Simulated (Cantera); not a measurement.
Charge: 1 mol MgSO4, 0.13 mol C, 0.027 mol H2, equilibrated at 1852 °C and 48.0 mbar.

Cantera equilibrium calculation (NASA polynomials, part measured and part estimated; ideal gas, pure solids and liquids). Candidate condensed phases: C, C6H6, C7H8, C8H18, H2O, H2SO4, Mg, MgCO3, MgO, Mg(OH)2, MgS, MgSO4, S; 130 gas species. The numbers say what is thermodynamically allowed, not how fast it happens.

Base state: SO2 0.654, O2 0.234, CO2 0.0827, H2O 0.0160, O 0.00365, OH 0.00319, CO 0.00275, SO 0.00266 (mole fractions); condensed: MgO(s).

What changes in the equilibrium state with this change: C from 0.13 to 1.4 mol?


```json
[
 {"species": "CO", "before": "0.00275", "after": "0.448"},
 {"species": "SO2", "before": "0.654", "after": "0.227"},
 {"species": "CO2", "before": "0.0827", "after": "0.164"},
 {"species": "O2", "before": "0.234", "after": "3.47e-5"},
 {"species": "S2", "before": "1.13e-8", "after": "0.0616"},
 {"species": "SO", "before": "0.00266", "after": "0.0757"},
 {"species": "H2O", "before": "0.0160", "after": "0.00674"},
 {"species": "Mg", "before": "1.12e-5", "after": "0.000923"},
 {"species": "COS", "before": "1.02e-9", "after": "0.000387"},
 {"species": "H2S", "before": "1.05e-9", "after": "8.55e-5"},
 {"species": "MgO(s), mol", "before": "1.000", "after": "0.998"}
]
```

What changes in the equilibrium state with this change: temperature from 1852 °C to 1677 °C?


```
species        before     after
-----------  --------  --------
SO2             0.654     0.659
O2              0.234     0.235
CO2            0.0827    0.0851
O             0.00365  0.000998
H2O            0.0160    0.0170
Mg            1.12e-5   2.81e-7
H            0.000170   2.93e-5
SO            0.00266  0.000579
CO            0.00275  0.000690
H2           0.000106   3.14e-5
OH            0.00319   0.00144
MgO(s), mol     1.000     1.000
```
